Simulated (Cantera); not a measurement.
**Ammonia decomposition in nitride growth gas**

An isothermal, constant-pressure homogeneous reactor starts with NH₃ : H₂ = 4.3 : 8.5 (molar parts), at 1623 K and 1.01 bar.

Computed with Cantera and the gas-phase N/H chemistry of the illustrative SiF4/NH3 mechanism in the Surface Chemkin manual (1991). Walls and surfaces, which speed up NH3 decomposition in real reactors, are not modelled.

| t (s) | x NH₃ | x H₂ | x NH₂ | x N₂H₄ | x N₂H₂ | x NH | x N |
|---|---|---|---|---|---|---|---|
| 2.00e-6 | 0.336 | 0.664 | 4.90e-8 | <1e-12 | <1e-12 | <1e-12 | <1e-12 |
| 9.02e-6 | 0.336 | 0.664 | 2.23e-7 | <1e-12 | <1e-12 | 3.76e-12 | <1e-12 |
| 4.07e-5 | 0.336 | 0.664 | 1.01e-6 | 1.95e-11 | 2.27e-11 | 8.50e-11 | <1e-12 |
| 0.000184 | 0.336 | 0.664 | 4.53e-6 | 4.27e-10 | 6.52e-10 | 1.76e-9 | 4.32e-12 |
| 0.000829 | 0.336 | 0.664 | 1.96e-5 | 8.08e-9 | 1.42e-8 | 3.29e-8 | 3.50e-10 |
| 0.00374 | 0.336 | 0.664 | 4.66e-5 | 4.59e-8 | 9.22e-8 | 1.86e-7 | 4.65e-9 |
| 0.0169 | 0.335 | 0.664 | 4.80e-5 | 4.88e-8 | 9.86e-8 | 1.98e-7 | 5.10e-9 |
| 0.0762 | 0.333 | 0.666 | 4.78e-5 | 4.83e-8 | 9.75e-8 | 1.97e-7 | 5.09e-9 |
| 0.344 | 0.324 | 0.671 | 4.67e-5 | 4.61e-8 | 9.28e-8 | 1.93e-7 | 5.03e-9 |
| 1.55 | 0.289 | 0.693 | 4.24e-5 | 3.81e-8 | 7.54e-8 | 1.79e-7 | 4.75e-9 |
| 7.00 | 0.192 | 0.754 | 2.98e-5 | 1.88e-8 | 3.58e-8 | 1.34e-7 | 3.77e-9 |
x: mole fraction; the columns are a selection and need not sum to one.

Equilibrium at this temperature and pressure: NH₃ 1.28e-5, H₂ 0.874, NH₂ 2.28e-9, N₂H₄ <1e-12, N₂H₂ <1e-12, NH 1.19e-11, N <1e-12 (gas phase only).
